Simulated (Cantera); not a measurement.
Input (Python, Cantera):

```python
import numpy as np
import cantera as ct

gas = ct.Solution("gri30.yaml")
gas.TPX = 1725, 35000, {'CH3OH': 1, 'O2': 2.59, 'N2': 9.72}
reactor = ct.IdealGasConstPressureReactor(gas, energy="on", clone=False)
net = ct.ReactorNet([reactor])
net.rtol, net.atol = 1e-08, 1e-16
show = ['CH3OH', 'O2', 'CH4', 'CH2O', 'O']
times = np.geomspace(5e-06, 0.2, 14)

steps = ct.SolutionArray(gas, extra=["t"])
rows = []
print(f"{'t/s':>10s}{'T/K':>9s}{'P/Pa':>11s}" + "".join(f"{s:>11s}" for s in show))
for t in times:
    while net.time < t:
        t_next = net.step()
        steps.append(gas.state, t=t_next)
    rows.append([np.interp(t, steps.t, y) for y in (steps.T, steps.P, *steps(*show).X.T)])
    print(f"{t:10.3e}{rows[-1][0]:9.1f}{rows[-1][1]:11.4g}" + "".join(f"{x:11.3e}" for x in rows[-1][2:]))
rate = np.gradient(steps.T, steps.t)
print("integrator steps:", len(steps.t))
if steps.T.max() > steps.T[0] + 200:
    print(f"time of steepest temperature rise: {steps.t[rate.argmax()]:.4e} s")
gas.TPX = 1725, 35000, {'CH3OH': 1, 'O2': 2.59, 'N2': 9.72}
gas.equilibrate("HP")
print(f"equilibrium (HP): T = {gas.T:.1f} K  " + "  ".join(f"{s} {gas[s].X[0]:.3e}" for s in show))
```

Output:

```
       t/s      T/K       P/Pa      CH3OH         O2        CH4       CH2O          O
 5.000e-06   1724.8    3.5e+04  7.484e-02  1.944e-01  3.707e-06  1.854e-04  6.717e-07
 1.130e-05   1724.8    3.5e+04  7.437e-02  1.940e-01  1.725e-05  5.199e-04  8.256e-07
 2.553e-05   1725.9    3.5e+04  7.281e-02  1.930e-01  6.553e-05  1.785e-03  1.385e-06
 5.767e-05   1740.3    3.5e+04  6.474e-02  1.881e-01  1.614e-04  8.101e-03  3.605e-06
 1.303e-04   1988.5    3.5e+04  1.245e-02  1.469e-01  4.459e-04  1.704e-02  1.169e-04
 2.944e-04   2265.0    3.5e+04  2.387e-18  8.186e-02  5.143e-18  2.089e-11  2.247e-02
 6.653e-04   2404.8    3.5e+04  1.553e-18  8.097e-02  4.787e-18  1.827e-11  1.690e-02
 1.503e-03   2534.4    3.5e+04  1.158e-18  7.973e-02  6.775e-18  1.590e-11  1.176e-02
 3.396e-03   2574.9    3.5e+04  1.191e-18  7.851e-02  8.197e-18  1.560e-11  1.004e-02
 7.674e-03   2572.8    3.5e+04  1.186e-18  7.687e-02  8.218e-18  1.546e-11  9.716e-03
 1.734e-02   2568.3    3.5e+04  1.176e-18  7.472e-02  8.175e-18  1.528e-11  9.359e-03
 3.918e-02   2565.7    3.5e+04  1.171e-18  7.347e-02  8.150e-18  1.517e-11  9.155e-03
 8.852e-02   2565.3    3.5e+04  1.170e-18  7.332e-02  8.147e-18  1.516e-11  9.131e-03
 2.000e-01   2565.3    3.5e+04  1.170e-18  7.332e-02  8.147e-18  1.516e-11  9.131e-03
integrator steps: 1645
time of steepest temperature rise: 1.4135e-04 s
equilibrium (HP): T = 2565.3 K  CH3OH 1.209e-18  O2 7.332e-02  CH4 1.167e-17  CH2O 1.516e-11  O 9.131e-03
```

Computed with Cantera and GRI-Mech 3.0 (53 species, 325 reactions). GRI-Mech 3.0 was tuned for natural gas; its chemistry of methanol as a main component is partial and can be far from experiment.
